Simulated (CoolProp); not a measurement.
Vapour-liquid equilibrium of n-butane (1) + cis-2-butene (2) at 329.3 K; x and y are mole fractions of (1).

Model: multi-fluid Helmholtz-energy mixture model, Bücker 2006 and Lemmon 2005; pair parameters Bell 2016, in CoolProp.

```json
[
 {"x": "0.05", "bubble pressure, mixture model (MPa)": "0.5300", "bubble pressure, Raoult's law (MPa)": "0.5276", "y, mixture model": "0.058", "y, Raoult's law": "0.055"},
 {"x": "0.15", "bubble pressure, mixture model (MPa)": "0.5391", "bubble pressure, Raoult's law (MPa)": "0.5331", "y, mixture model": "0.167", "y, Raoult's law": "0.163"},
 {"x": "0.25", "bubble pressure, mixture model (MPa)": "0.5469", "bubble pressure, Raoult's law (MPa)": "0.5387", "y, mixture model": "0.272", "y, Raoult's law": "0.269"},
 {"x": "0.35", "bubble pressure, mixture model (MPa)": "0.5536", "bubble pressure, Raoult's law (MPa)": "0.5442", "y, mixture model": "0.372", "y, Raoult's law": "0.373"},
 {"x": "0.45", "bubble pressure, mixture model (MPa)": "0.5594", "bubble pressure, Raoult's law (MPa)": "0.5497", "y, mixture model": "0.471", "y, Raoult's law": "0.475"},
 {"x": "0.55", "bubble pressure, mixture model (MPa)": "0.5643", "bubble pressure, Raoult's law (MPa)": "0.5553", "y, mixture model": "0.568", "y, Raoult's law": "0.575"},
 {"x": "0.65", "bubble pressure, mixture model (MPa)": "0.5687", "bubble pressure, Raoult's law (MPa)": "0.5608", "y, mixture model": "0.664", "y, Raoult's law": "0.672"},
 {"x": "0.75", "bubble pressure, mixture model (MPa)": "0.5724", "bubble pressure, Raoult's law (MPa)": "0.5664", "y, mixture model": "0.760", "y, Raoult's law": "0.768"},
 {"x": "0.85", "bubble pressure, mixture model (MPa)": "0.5758", "bubble pressure, Raoult's law (MPa)": "0.5719", "y, mixture model": "0.856", "y, Raoult's law": "0.862"},
 {"x": "0.95", "bubble pressure, mixture model (MPa)": "0.5788", "bubble pressure, Raoult's law (MPa)": "0.5774", "y, mixture model": "0.952", "y, Raoult's law": "0.955"}
]
```

The largest gap from Raoult's law is +1.8 % in bubble pressure, at x = 0.45. No azeotrope shows between x = 0.05 and 0.95.

The pair parameters rest on a limited set of measurements; away from them the model extrapolates.
